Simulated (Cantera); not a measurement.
What does this Cantera script print?

```python
import numpy as np
import cantera as ct

gas_names = """
    C CH CH2 CH3 CH4 C2 C2H C2H2,acetylene C2H2,vinylidene C2H3,vinyl C2H4 C2H5 C2H6 C3 C3H3,propargyl
    C3H4,allene C3H4,propyne C3H4,cyclo- C3H5,allyl C3H6,propylene C3H6,cyclo- C3H7,n-propyl
    C3H7,i-propyl C3H8 C4 C4H2 C4H4,1,3-cyclo- C4H6,butadiene C4H6,2-butyne C4H6,cyclo- C4H8,1-butene
    C4H8,cis2-buten C4H8,tr2-butene C4H8,isobutene C4H8,cyclo- C4H9,n-butyl C4H9,i-butyl C4H9,s-butyl
    C4H9,t-butyl C4H10,isobutane C4H10,n-butane C5 C5H6,1,3cyclo- C5H8,cyclo- C5H10,1-pentene
    C5H10,cyclo- C5H11,pentyl C5H11,t-pentyl C5H12,n-pentane C5H12,i-pentane CH3C(CH3)2CH3 C6H2
    C6H5,phenyl C6H6 C6H10,cyclo- C6H12,1-hexene C6H12,cyclo- C6H13,n-hexyl C7H7,benzyl C7H8
    C7H14,1-heptene C7H15,n-heptyl C7H16,n-heptane C8H8,styrene C8H10,ethylbenz C8H16,1-octene
    C8H17,n-octyl C8H18,isooctane C8H18,n-octane C9H19,n-nonyl C10H8,naphthale C10H21,n-decyl
    C12H9,o-bipheny C12H10,bipheny H H2 Si SiC SiC2 SiC4H12 SiH SiH2 SiH3 SiH4 Si2 Si2C Si3
""".split()
cond_names = """
    C(gr) C6H6(L) C7H8(L) C8H18(L),n-octa Si(cr) Si(L) SiC(b)
""".split()


def load(file, names, dense=False):
    # The tables refer to 1 bar. Condensed volumes are neglected.
    table = {s.name: s for s in ct.Species.list_from_file(file)}
    out = []
    for n in names:
        d = dict(table[n].input_data)
        d["thermo"] = dict(d["thermo"], **{"reference-pressure": 1e5})
        if dense:
            d["equation-of-state"] = {"model": "constant-volume", "density": "1e6 g/cm^3"}
        out.append(ct.Species.from_dict(d))
    return out


gas = ct.Solution(thermo="ideal-gas", species=load("nasa_gas.yaml", gas_names))
cond = {s.name: ct.Solution(thermo="fixed-stoichiometry", species=[s], name=s.name)
        for s in load("nasa_condensed.yaml", cond_names, dense=True)}
atoms = {
    'SiC': {'Si': 1, 'C': 1},
    'H2': {'H': 2},
}
top_T = {'C(gr)': 4500, 'SiC(b)': 3050}  # K; cautious upper limits of use, not melting points


def equilibrate(T, P, feed):
    n = {}
    for name, mol in feed.items():
        for a, k in atoms[name].items():
            n[a] = n.get(a, 0.0) + k * mol
    gas.TPX = T, P, n
    mass = sum(n.values()) * gas.mean_molecular_weight
    gas.equilibrate("TP")
    valid = [c for c in cond.values() if c.min_temp <= T <= top_T.get(c.name, c.max_temp)]
    mix = ct.Mixture([(gas, mass / gas.mean_molecular_weight)] + [(c, 0.0) for c in valid])
    mix.T, mix.P = T, P
    mix.equilibrate("TP", solver="gibbs", rtol=1e-10, max_steps=50000)
    return mix


results = []
T = 2700  # K
P = 160  # Pa
for m in [0.038, 0.047, 0.058, 0.071, 0.088, 0.11, 0.14, 0.17, 0.21, 0.26, 0.32, 0.39, 0.49]:
    feed = {'SiC': 1, 'H2': m}  # mol
    mix = equilibrate(T, P, feed)
    results.append((T, P, feed, dict(zip(mix.species_names, mix.species_moles))))

top = {s: max(r[3][s] / sum(r[3][g] for g in gas_names) for r in results) for s in gas_names}
cols = sorted((s for s in top if top[s] > 0.001), key=lambda s: -top[s])[:6]
seen = [c for c in cond_names if any(r[3].get(c, 0) > 1e-12 for r in results)]
print("log10 of partial pressures in bar; condensed amounts in mol")
print(f"{'n(H2)':>10s}" + "".join(f"{s[:9]:>10s}" for s in cols + seen))
for T, P, feed, n in results:
    ng = sum(n[g] for g in gas_names)
    print(f"{feed['H2']:10.4g}" + "".join(f"{np.log10(max(n[s] / ng * P / 1e5, 1e-99)):10.3f}" for s in cols)
          + "".join(f"{n.get(c, 0):10.4g}" for c in seen))
```

Result:

```
log10 of partial pressures in bar; condensed amounts in mol
     n(H2)        Si         H      SiC2        H2      Si2C        C3     C(gr)
     0.038    -3.000    -3.971    -3.356    -5.450    -4.485    -5.056     0.374
     0.047    -3.007    -3.891    -3.363    -5.291    -4.498    -5.056    0.3735
     0.058    -3.015    -3.814    -3.371    -5.137    -4.514    -5.056    0.3729
     0.071    -3.024    -3.743    -3.380    -4.994    -4.532    -5.056    0.3721
     0.088    -3.035    -3.669    -3.391    -4.848    -4.556    -5.056    0.3711
      0.11    -3.050    -3.597    -3.406    -4.702    -4.584    -5.056    0.3698
      0.14    -3.068    -3.522    -3.424    -4.553    -4.621    -5.056    0.3681
      0.17    -3.086    -3.466    -3.442    -4.440    -4.656    -5.056    0.3663
      0.21    -3.108    -3.407    -3.464    -4.324    -4.700    -5.056     0.364
      0.26    -3.133    -3.352    -3.489    -4.214    -4.752    -5.056    0.3611
      0.32    -3.162    -3.303    -3.518    -4.115    -4.809    -5.056    0.3576
      0.39    -3.193    -3.260    -3.549    -4.028    -4.870    -5.056    0.3535
      0.49    -3.233    -3.214    -3.589    -3.936    -4.950    -5.056    0.3477
```

Method: chemical equilibrium by Gibbs-energy minimisation in Cantera with the NASA 1993 tables (ideal gas, pure condensed phases).
